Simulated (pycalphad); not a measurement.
Computed with pycalphad from the COST 507 light-alloy database (1999), at 1 atm. The data set is of 1999 and partly superseded. Phase fractions are per mole of atoms. Kinetics are ignored, which matters at the lower temperatures.

Problem. Give the equilibrium state of Si-1.29Cu (at.%) at 297 °C.

Solution. diamond (Si), fraction 0.983, with no Cu at.%; CU19SI6_ETA, fraction 0.017, with 76.0 Cu at.%.

Problem. Give the equilibrium state of Si-1.29Cu (at.%) at 1377 °C.

Solution. 
```
T = 1650.00 K, P = 101325 Pa, N = 1 mol of atoms
G = -66989 J/mol, H = 43573 J/mol, S = 67.01 J/(mol K)  (SER reference)
chemical potentials (J/mol): Si -65936, Cu -147622
phase             fraction      x(Si)      x(Cu)
DIAMOND_A4          0.8153     1.0000       none
LIQUID              0.1847     0.9301     0.0699
```

Database names, with the compositions (at.%) that they take in these runs: CU19SI6_ETA: Cu 76 Si 24. DIAMOND_A4 is diamond (Si). An entry "none" or "no" means that the model of the phase leaves that element out.
